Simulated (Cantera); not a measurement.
An adiabatic, constant-volume homogeneous reactor starts with CH4 : H2 : O2 : N2 = 1 : 0.039 : 0.841 : 3.16 (molar parts), equivalence ratio 2.4, at 1075 K and 4.93 atm.

Model: GRI-Mech 3.0 (53 species, 325 reactions), integrated in Cantera.

Problem. Predict: time of steepest temperature rise; temperature at 0.200 s; equilibrium temperature; x(CH4) at 0.200 s; x(H2) at 0.200 s; x(O2) at 0.200 s; x(HCO) at 0.200 s; x(O) at 0.200 s; x(NO) at 0.200 s.

Solution. 
| Quantity | Result |
|---|---|
| time of steepest temperature rise | 32.0 ms |
| temperature at 0.200 s | 2250 K |
| equilibrium temperature | 2250 K |
| x(CH4) at 0.200 s | 3.09e-8 (gas-phase equilibrium 3.48e-8) |
| x(H2) at 0.200 s | 0.230 (gas-phase equilibrium 0.230) |
| x(O2) at 0.200 s | 3.45e-8 (gas-phase equilibrium 3.45e-8) |
| x(HCO) at 0.200 s | 4.12e-7 (gas-phase equilibrium 4.12e-7) |
| x(O) at 0.200 s | 1.92e-7 (gas-phase equilibrium 1.92e-7) |
| x(NO) at 0.200 s | 4.75e-6 (gas-phase equilibrium 4.62e-6) |
